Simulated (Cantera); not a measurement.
Mixture: CH₄ : H₂ : O₂ : N₂ = 1 : 0.4 : 1.47 : 4.25 (molar parts), equivalence ratio 1.5, at 2.07 atm, adiabatic and at constant volume. Ignition delay is the time to a rise of 400 K.

Cantera simulation using GRI-Mech 3.0 (53 species, 325 reactions); the numbers are that mechanism's predictions, not measurements.

What does this change do: H2 0.4 to 0.18 parts?


| quantity | before | after |
|---|---|---|
| delay at 1125 K | 3.08 ms | 8.58 ms |
| delay at 1225 K | 1.29 ms | 3.32 ms |
| delay at 1325 K | 0.561 ms | 1.28 ms |
| delay at 1425 K | 0.257 ms | 0.512 ms |
| delay at 1525 K | 0.126 ms | 0.220 ms |
| apparent activation energy between 1475 and 1575 K | 130 kJ/mol | 150 kJ/mol |
